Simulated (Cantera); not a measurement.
Stirred combustor or abatement burner

A perfectly stirred reactor is fed with CH₃OH : O₂ : N₂ : CO₂ = 1 : 2.88 : 10.8 : 0.42 (molar parts), equivalence ratio 0.52, at 340000 Pa; it is adiabatic with a 750 K inlet, and is followed from long to short residence time, starting on the burning branch (τ in s: 0.079, 0.035, 0.015, 0.0066, 0.0029, 0.0013, 0.00055, 0.00024, 0.0001, 4.6e-05).

Computed with Cantera and GRI-Mech 3.0 (53 species, 325 reactions). GRI-Mech 3.0 was tuned for natural gas; its chemistry of methanol as a main component is partial and can be far from experiment.

```json
[
 {"τ (s)": "0.079", "T (K)": "1890", "x CH₃OH": "1.61e-6", "x O₂": "0.0883", "x N₂O": "4.78e-7", "x CH₂": "7.23e-10", "x CH₂O": "1.28e-6"},
 {"τ (s)": "0.035", "T (K)": "1888", "x CH₃OH": "3.11e-6", "x O₂": "0.0883", "x N₂O": "6.14e-7", "x CH₂": "1.36e-9", "x CH₂O": "2.49e-6"},
 {"τ (s)": "0.015", "T (K)": "1885", "x CH₃OH": "5.89e-6", "x O₂": "0.0883", "x N₂O": "8.39e-7", "x CH₂": "2.49e-9", "x CH₂O": "4.78e-6"},
 {"τ (s)": "0.0066", "T (K)": "1880", "x CH₃OH": "1.06e-5", "x O₂": "0.0885", "x N₂O": "1.12e-6", "x CH₂": "4.34e-9", "x CH₂O": "8.72e-6"},
 {"τ (s)": "0.0029", "T (K)": "1871", "x CH₃OH": "1.86e-5", "x O₂": "0.0887", "x N₂O": "1.39e-6", "x CH₂": "7.67e-9", "x CH₂O": "1.57e-5"},
 {"τ (s)": "0.0013", "T (K)": "1858", "x CH₃OH": "3.24e-5", "x O₂": "0.0891", "x N₂O": "1.53e-6", "x CH₂": "1.44e-8", "x CH₂O": "2.78e-5"},
 {"τ (s)": "0.00055", "T (K)": "1835", "x CH₃OH": "5.97e-5", "x O₂": "0.0901", "x N₂O": "1.49e-6", "x CH₂": "3.21e-8", "x CH₂O": "5.21e-5"},
 {"τ (s)": "0.00024", "T (K)": "1799", "x CH₃OH": "0.000116", "x O₂": "0.0920", "x N₂O": "1.30e-6", "x CH₂": "7.71e-8", "x CH₂O": "0.000101"},
 {"τ (s)": "0.00010", "T (K)": "1720", "x CH₃OH": "0.000328", "x O₂": "0.0974", "x N₂O": "8.99e-7", "x CH₂": "1.78e-7", "x CH₂O": "0.000275"},
 {"τ (s)": "4.6e-5", "T (K)": "750", "x CH₃OH": "0.0662", "x O₂": "0.191", "x N₂O": "<1e-12", "x CH₂": "<1e-12", "x CH₂O": "<1e-12"}
]
```
x: mole fraction; the columns are a selection and need not sum to one.
